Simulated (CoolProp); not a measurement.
Ammonia along the isotherm 459.9 K: Z from the reference equation and from simpler models built on Tc = 405.6 K, pc = 11.36 MPa, ω = 0.256; each cubic takes its own stable root.

Values from CoolProp's reference Helmholtz-energy equation of state, Gao 2020.

| p (MPa) | phase | reference | van der Waals | Redlich-Kwong | Soave-Redlich-Kwong | Peng-Robinson |
|---|---|---|---|---|---|---|
| 0.316 | gas | 0.9935 | 0.9939 | 0.9934 | 0.9939 | 0.9929 |
| 0.562 | gas | 0.9883 | 0.9891 | 0.9883 | 0.9891 | 0.9874 |
| 1 | gas | 0.9792 | 0.9805 | 0.9790 | 0.9805 | 0.9776 |
| 1.78 | gas | 0.9626 | 0.9650 | 0.9624 | 0.9651 | 0.9600 |
| 3.16 | gas | 0.9326 | 0.9364 | 0.9323 | 0.9373 | 0.9284 |
| 5.62 | gas | 0.8767 | 0.8819 | 0.8761 | 0.8861 | 0.8708 |
| 10 | gas | 0.7684 | 0.7689 | 0.7667 | 0.7890 | 0.7641 |
| 17.8 | supercritical | 0.5480 | 0.4995 | 0.5463 | 0.6081 | 0.5753 |
| 31.6 | supercritical | 0.4218 | 0.5673 | 0.5114 | 0.5501 | 0.5077 |
| 56.2 | supercritical | 0.5803 | 0.8565 | 0.7127 | 0.7379 | 0.6715 |
| 100 | supercritical | 0.8885 | 1.361 | 1.080 | 1.101 | 0.9966 |
